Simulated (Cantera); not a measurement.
An isothermal, constant-pressure homogeneous reactor starts with 23.5 % CH4, 75.1 % CO2, 1.48 % H2, at 1475 K and 1.40 bar.

Model: GRI-Mech 3.0 (53 species, 325 reactions), integrated in Cantera.

x: mole fraction; the columns are a selection and need not sum to one.

```json
[
 {"t (s)": "3.00e-6", "x CH4": "0.235", "x CO2": "0.751", "x H2": "0.0148", "x C2H4": "<1e-12", "x HO2": "<1e-12", "x CO": "9.36e-9", "x C2H2": "<1e-12"},
 {"t (s)": "1.02e-5", "x CH4": "0.235", "x CO2": "0.751", "x H2": "0.0148", "x C2H4": "4.09e-11", "x HO2": "<1e-12", "x CO": "[?]", "x C2H2": "<1e-12"},
 {"t (s)": "3.44e-5", "x CH4": "0.235", "x CO2": "0.751", "x H2": "0.0148", "x C2H4": "1.92e-9", "x HO2": "<1e-12", "x CO": "1.75e-7", "x C2H2": "<1e-12"},
 {"t (s)": "0.000116", "x CH4": "0.235", "x CO2": "0.751", "x H2": "0.0148", "x C2H4": "7.39e-8", "x HO2": "<1e-12", "x CO": "1.13e-6", "x C2H2": "3.10e-11"},
 {"t (s)": "0.000393", "x CH4": "0.234", "x CO2": "0.751", "x H2": "0.0148", "x C2H4": "1.73e-6", "x HO2": "<1e-12", "x CO": "8.28e-6", "x C2H2": "4.01e-9"},
 {"t (s)": "0.00133", "x CH4": "0.234", "x CO2": "0.751", "x H2": "0.0149", "x C2H4": "[?]", "x HO2": "<1e-12", "x CO": "[?]", "x C2H2": "[?]"},
 {"t (s)": "0.00451", "x CH4": "0.234", "x CO2": "0.750", "x H2": "0.0152", "x C2H4": "0.000140", "x HO2": "<1e-12", "x CO": "0.000213", "x C2H2": "6.58e-6"},
 {"t (s)": "0.0152", "x CH4": "0.230", "x CO2": "0.748", "x H2": "0.0172", "x C2H4": "0.00103", "x HO2": "<1e-12", "x CO": "0.00108", "x C2H2": "0.000223"},
 {"t (s)": "0.0516", "x CH4": "0.219", "x CO2": "0.738", "x H2": "0.0260", "x C2H4": "0.00282", "x HO2": "<1e-12", "x CO": "0.00529", "x C2H2": "0.00331"},
 {"t (s)": "0.175", "x CH4": "0.186", "x CO2": "0.698", "x H2": "0.0451", "x C2H4": "0.00264", "x HO2": "<1e-12", "x CO": "0.0261", "x C2H2": "0.0165"},
 {"t (s)": "0.591", "x CH4": "0.118", "x CO2": "0.577", "x H2": "0.0519", "x C2H4": "0.00229", "x HO2": "<1e-12", "x CO": "0.106", "x C2H2": "0.0435"},
 {"t (s)": "2.00", "x CH4": "0.0384", "x CO2": "0.404", "x H2": "0.0567", "x C2H4": "0.00211", "x HO2": "<1e-12", "x CO": "0.237", "x C2H2": "0.0655"}
]
```

Task: Some entries are withheld; supply them.

Result: 
- 1.02e-5, x CO: 3.71e-8
- 0.00133, x C2H4: 1.65e-5
- 0.00133, x CO: 4.42e-5
- 0.00133, x C2H2: 1.89e-7
